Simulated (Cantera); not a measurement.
A freely propagating, adiabatic, planar premixed flame of 5.06 % C2H6, 18.1 % O2, 67.8 % N2, 9.10 % H2O, equivalence ratio 0.98, unburnt at 573 K and 1.00 bar; mixture-averaged transport, grid criteria slope 0.08 and curve 0.16, no radiation.

Computed with Cantera and GRI-Mech 3.0 (53 species, 325 reactions). Burning velocities carry a grid error of a few per cent, more on coarse grids.

Problem. Predict: laminar burning velocity; thermal thickness; peak x(H2); peak x(H2O2); peak x(HO2).

Solution. 
* **laminar burning velocity**: 99.7 cm/s
* **thermal thickness**: 0.369 mm
* **peak x(H2)**: 0.0216
* **peak x(H2O2)**: 8.59e-5
* **peak x(HO2)**: 0.000363
